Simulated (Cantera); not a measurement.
**Hydrocarbon pyrolysis for carbon deposition**

An isothermal, constant-pressure homogeneous reactor starts with C2H6 : N2 = 1 : 4.6 (molar parts), at 1950 K and 0.00493 atm.

Computed with Cantera and GRI-Mech 3.0 (53 species, 325 reactions). GRI-Mech 3.0 stops at C3 and has no aromatics, soot or wall deposition, so with more carbon than oxygen in the feed, carbon stays in small species such as C2H2 where larger ones or solid carbon would form. Radical loss at walls, strong at low pressure, is not modelled.

```
t (s)       x C2H6    x H2    x C2H     x CH4     x CH3
--------  --------  ------  -------  --------  --------
0.000100     0.101  0.0115  5.78e-8   0.00585    0.0854
0.000363   0.00924  0.0780  2.24e-5    0.0319    0.0920
0.00132    7.37e-5   0.176  3.62e-5    0.0409    0.0200
0.00479    1.31e-5   0.213  1.89e-5    0.0330   0.00651
0.0174     3.65e-6   0.230  1.27e-5    0.0238   0.00304
0.0632     1.07e-6   0.244  1.24e-5    0.0133   0.00162
0.230      1.29e-7   0.257  1.78e-5   0.00361  0.000620
0.835      1.84e-9   0.260  3.59e-5  0.000283   9.79e-5
3.03      2.32e-12   0.258  6.26e-5   7.24e-6   4.37e-6
11.0        <1e-12   0.258  6.60e-5   1.64e-6   1.05e-6
40.0        <1e-12   0.258  6.60e-5   1.72e-6   1.10e-6
```
x: mole fraction; the columns are a selection and need not sum to one.

Equilibrium at this temperature and pressure: C2H6 <1e-12, H2 0.258, C2H 3.39e-5, CH4 3.52e-6, CH3 2.24e-6 (gas phase only).
